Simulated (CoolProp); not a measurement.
Vapour-liquid equilibrium of CHF3 (R23) (1) + sulfur hexafluoride (2) at 278 K; x and y are mole fractions of (1).

Model: multi-fluid Helmholtz-energy mixture model, Penoncello 2003 and Guder 2009; pair parameters Bell 2016, in CoolProp.

**Question.** Give the bubble pressure and the first vapour's composition at x = 0.2, 0.35, 0.8. Is there an azeotrope?

**Answer.** x = 0.2: 2116 kPa, y = 0.357; x = 0.35: 2428 kPa, y = 0.485; x = 0.8: 2883 kPa, y = 0.808. y crosses x between x = 0.8 and 0.95: the model has an azeotrope there.

Pair parameters are fitted to limited data, so mixtures are less certain than the pure fluids.
